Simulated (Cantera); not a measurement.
Charge: 1 mol Cu, 0.51 mol O₂, 1.5 mol H₂, equilibrated at 1850 K and 17.0 Pa.

These are equilibrium values from Cantera (NASA tables, ideal gas, pure condensed phases), not measurements of a reactor. Candidate condensed phases: Cu, CuO, Cu(OH)₂, Cu₂O, H₂O; 12 gas species. Rates play no part.

Base state: H₂O 0.400, Cu 0.396, H₂ 0.183, H 0.0177, OH 0.00285, O 0.000210, O₂ 0.000202, Cu₂ 6.62e-5 (mole fractions); condensed: gas only.

Task: What changes in the equilibrium state with this change: Cu replaced by Al?

Result: 
```
species          before     after
-------------  --------  --------
H₂                0.183     0.804
Al                    0     0.110
Al₂O                  0    0.0490
H₂O               0.400   1.09e-5
Cu                0.396         0
H                0.0177    0.0370
AlH                   0  0.000511
O₂             0.000202     <1e-9
O              0.000210   1.31e-9
AlOH                  0   9.55e-5
Al₂O₃(s), mol         0     0.310
```
The tables' values for AlOH are old estimates; treat these amounts as uncertain. Further candidate phases: Al, Al₂O₃.
